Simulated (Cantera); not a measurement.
Mixture: 8.45 % CH4, 3.30 % H2, 18.5 % O2, 69.7 % N2, equivalence ratio 1.0, at 0.590 bar, adiabatic and at constant volume. Ignition delay is the time to a rise of 400 K.

Detailed kinetics in Cantera: GRI-Mech 3.0 (53 species, 325 reactions).

Task: Predict: delay at 1125 K; delay at 1275 K; delay at 1425 K; delay at 1575 K; delay at 1725 K; apparent activation energy between 1650 and 1800 K.

Result: 
| Item | Result |
|---|---|
| delay at 1125 K | 9.99 ms |
| delay at 1275 K | 2.38 ms |
| delay at 1425 K | 0.726 ms |
| delay at 1575 K | 0.284 ms |
| delay at 1725 K | 0.131 ms |
| apparent activation energy between 1650 and 1800 K | 120 kJ/mol |
